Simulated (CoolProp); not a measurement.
Hexamethyldisiloxane (MM) along the isotherm 620 K: density (kg/m³) from the reference equation and from simpler models built on Tc = 518.7 K, pc = 1931 kPa, ω = 0.418; each cubic takes its own stable root.

Computed with CoolProp (reference Helmholtz-energy equation of state, Thol 2016).

```json
[
 {"p (kPa)": "743", "phase": "gas", "reference": "25.24"},
 {"p (kPa)": "1490", "phase": "gas", "reference": "54.99"},
 {"p (kPa)": "2230", "phase": "supercritical", "reference": "89.60"},
 {"p (kPa)": "2970", "phase": "supercritical", "reference": "130.0"},
 {"p (kPa)": "3710", "phase": "supercritical", "reference": "176.2"},
 {"p (kPa)": "4460", "phase": "supercritical", "reference": "226.8"},
 {"p (kPa)": "5200", "phase": "supercritical", "reference": "273.9"},
 {"p (kPa)": "5940", "phase": "supercritical", "reference": "312.4"},
 {"p (kPa)": "6680", "phase": "supercritical", "reference": "342.0"},
 {"p (kPa)": "7430", "phase": "supercritical", "reference": "365.5"},
 {"p (kPa)": "8170", "phase": "supercritical", "reference": "384.1"},
 {"p (kPa)": "8910", "phase": "supercritical", "reference": "399.6"},
 {"p (kPa)": "9660", "phase": "supercritical", "reference": "413.1"}
]
```

Problem. How far does each simpler model (Redlich-Kwong, Soave-Redlich-Kwong) lie from the reference over these 13 states: mean and median of the absolute difference, and the worst?

Solution. 
- Redlich-Kwong: mean 4.5 %, median 2.3 %, worst +12.9 % at 620 K and 3710 kPa
- Soave-Redlich-Kwong: mean 6.6 %, median 7.6 %, worst -10.6 % at 620 K and 5940 kPa
